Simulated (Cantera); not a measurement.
A Cantera script and what it prints.

```python
import numpy as np
import cantera as ct

gas_names = """
    S2
""".split()
cond_names = """
    Ni3S4(s) S(cr1) S(cr2) S(L) Ni(cr) Ni(L) NiS2(s) NiS2(L)
""".split()


# ... load() reads the species with a 1 bar reference pressure and builds the phases ...
species = {s.name: s for s in load("nasa_gas.yaml", gas_names) + load("nasa_condensed.yaml", cond_names)}
# Each term lists the table entries of one substance; the one whose range holds T is used.
reactions = {
    'Ni3S4 = 4 S + 3 Ni':
        [(-1, ['Ni3S4(s)']), (4, ['S(cr1)', 'S(cr2)', 'S(L)']), (3, ['Ni(cr)', 'Ni(L)'])],
    'S2(g) + Ni3S4 = 3 NiS2':
        [(-1, ['S2']), (-1, ['Ni3S4(s)']), (3, ['NiS2(s)', 'NiS2(L)'])],
    'S2(g) + Ni = NiS2':
        [(-1, ['S2']), (-1, ['Ni(cr)', 'Ni(L)']), (1, ['NiS2(s)', 'NiS2(L)'])],
}


def pick(names, T):
    return next(species[n] for n in names if species[n].thermo.min_temp <= T <= species[n].thermo.max_temp)


results = []
for label, terms in reactions.items():
    print(label)
    print("     T/K   dH/kJ  dS/(J/K)   dG/kJ   log10 K")
    for T in [300, 400, 425, 450, 475, 500, 525, 550, 575, 600]:
        used = [(nu, pick(names, T)) for nu, names in terms]
        dH = sum(nu * s.thermo.h(T) for nu, s in used) / 1e6
        dS = sum(nu * s.thermo.s(T) for nu, s in used) / 1e3
        dG = dH - T * dS / 1e3
        logK = -dG * 1e6 / (ct.gas_constant * T * np.log(10))
        results.append((label, T, dH, dS, dG, logK, [s.name for _, s in used]))
        print(f"{T:8g} {dH:8.1f} {dS:8.1f} {dG:8.1f} {logK:8.2f}")
```

It prints:

```
Ni3S4 = 4 S + 3 Ni
     T/K   dH/kJ  dS/(J/K)   dG/kJ   log10 K
     300    301.1     31.4    291.7   -50.79
     400    310.6     56.2    288.1   -37.63
     425    311.9     59.2    286.7   -35.23
     450    313.3     62.6    285.2   -33.10
     475    314.9     66.0    283.6   -31.18
     500    316.5     69.2    281.9   -29.45
     525    318.0     72.1    280.1   -27.87
     550    319.3     74.6    278.3   -26.43
     575    320.5     76.8    276.4   -25.11
     600    321.6     78.6    274.4   -23.89
S2(g) + Ni3S4 = 3 NiS2
     T/K   dH/kJ  dS/(J/K)   dG/kJ   log10 K
     300   -221.4   -198.8   -161.8    28.16
     400   -220.4   -196.0   -142.0    18.55
     425   -220.4   -195.8   -137.1    16.86
     450   -220.3   -195.7   -132.3    15.35
     475   -220.3   -195.8   -127.4    14.01
     500   -220.4   -195.9   -122.5    12.79
     525   -220.6   -196.2   -117.6    11.70
     550   -220.8   -196.5   -112.7    10.70
     575   -221.0   -197.0   -107.7     9.79
     600   -221.3   -197.5   -102.8     8.95
S2(g) + Ni = NiS2
     T/K   dH/kJ  dS/(J/K)   dG/kJ   log10 K
     300   -259.8   -186.1   -203.9    35.50
     400   -258.7   -183.0   -185.5    24.22
     425   -258.4   -182.4   -180.9    22.23
     450   -258.2   -181.8   -176.4    20.47
     475   -257.9   -181.3   -171.8    18.89
     500   -257.7   -180.8   -167.3    17.48
     525   -257.5   -180.4   -162.8    16.19
     550   -257.3   -180.0   -158.3    15.03
     575   -257.1   -179.7   -153.8    13.97
     600   -256.9   -179.4   -149.3    13.00
```

Cantera with NASA thermochemical tables; ideal gases at 1 bar, condensed phases pure. Condensed species are held in their standard states even where they would react or evaporate.
